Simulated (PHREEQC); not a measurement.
Dissolve 8.2e-05 mol/kgw NaF and 0.052 mol/kgw Cs2CO3 at 20 °C. Closed to the air; pH follows from the charge balance.

Equilibrium calculation in PHREEQC: ion-association model, wateq4f.dat.

| Quantity | Result |
|---|---|
| pH | 11.38 |
| ionic strength | 0.154 mol/kgw |
| total alkalinity | 104 meq/kg |

```json
[
 {"species": "Cs+", "molality": "0.104", "activity": "0.0790", "log γ": "-0.119"},
 {"species": "CO3-2", "molality": "0.0498", "activity": "0.0169", "log γ": "-0.468"},
 {"species": "OH-", "molality": "0.00221", "activity": "0.00161", "log γ": "-0.137"},
 {"species": "HCO3-", "molality": "0.00221", "activity": "0.00169", "log γ": "-0.117"},
 {"species": "F-", "molality": "8.20e-5", "activity": "5.98e-5", "log γ": "-0.137"},
 {"species": "Na+", "molality": "6.60e-5", "activity": "5.01e-5", "log γ": "-0.119"},
 {"species": "NaCO3-", "molality": "1.60e-5", "activity": "1.22e-5", "log γ": "-0.117"},
 {"species": "NaHCO3", "molality": "4.59e-8", "activity": "4.75e-8", "log γ": "0.015"},
 {"species": "CO2", "molality": "1.65e-8", "activity": "1.71e-8", "log γ": "0.015"},
 {"species": "NaF", "molality": "1.66e-9", "activity": "1.72e-9", "log γ": "0.015"}
]
```

No solid was allowed to form.
